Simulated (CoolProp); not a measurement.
Properties of propylene along the isobar 13.4 MPa.

Computed with CoolProp (reference Helmholtz-energy equation of state, Lemmon 2013).

```
T (K)          phase  density (kg/m³)  cp (kJ/(kg K))  Joule-Thomson coefficient (K/MPa)  viscosity (µPa s)  conductivity (mW/(m K))
-----  -------------  ---------------  --------------  ---------------------------------  -----------------  -----------------------
299.7         liquid            535.7           2.432                            -0.2062                113                      122
331.4         liquid            491.6           2.623                         -0.0004263               88.5                      109
363.2         liquid            440.4           2.875                             0.3550               69.4                     96.7
394.9  supercritical            378.8           3.209                              1.013               53.2                     85.1
426.7  supercritical            306.7           3.482                              2.052               39.8                     75.2
458.4  supercritical            241.5           3.355                              2.822               31.3                     68.1
490.2  supercritical            196.9           3.105                              2.902               27.1                     64.7
521.9  supercritical            168.0           2.961                              2.652               25.1                     64.2
553.6  supercritical            148.0           2.904                              2.334               24.3                     65.4
```

Viscosity comes from a separate model (Huber 2003), an estimate that may be off by 10 % or more. Thermal conductivity comes from a separate model (Huber 2003), an estimate that may be off by 10 % or more.
